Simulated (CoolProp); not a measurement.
1000 sccm (0 °C, 1 atm) of nitrogen bubbles through liquid octamethylcyclotetrasiloxane (D4) at 308.2 K and leaves saturated at a total pressure of 0.0065 MPa (ideal gas phase). Each further row changes one setting.

Model: reference Helmholtz-energy equation of state, Thol 2015, in CoolProp.

```json
[
 {"case": "as stated", "vapour pressure (kPa)": "0.275", "mole fraction of vapour": "0.0424", "delivery (mg/min)": "___", "delivery (sccm)": "44.2", "change of delivery for a bath 1 K warmer (%)": "7.4"},
 {"case": "bath temperature 313.2 K", "vapour pressure (kPa)": "___", "mole fraction of vapour": "___", "delivery (mg/min)": "___", "delivery (sccm)": "62.9", "change of delivery for a bath 1 K warmer (%)": "7.2"},
 {"case": "total pressure 0.013 MPa", "vapour pressure (kPa)": "0.275", "mole fraction of vapour": "___", "delivery (mg/min)": "___", "delivery (sccm)": "___", "change of delivery for a bath 1 K warmer (%)": "7.2"}
]
```

### Question
Complete the blanks.

### Answer

- as stated, delivery (mg/min): 585
- bath temperature 313.2 K, vapour pressure (kPa): 0.385
- bath temperature 313.2 K, mole fraction of vapour: 0.0592
- bath temperature 313.2 K, delivery (mg/min): 832
- total pressure 0.013 MPa, mole fraction of vapour: 0.0212
- total pressure 0.013 MPa, delivery (mg/min): 286
- total pressure 0.013 MPa, delivery (sccm): 21.6
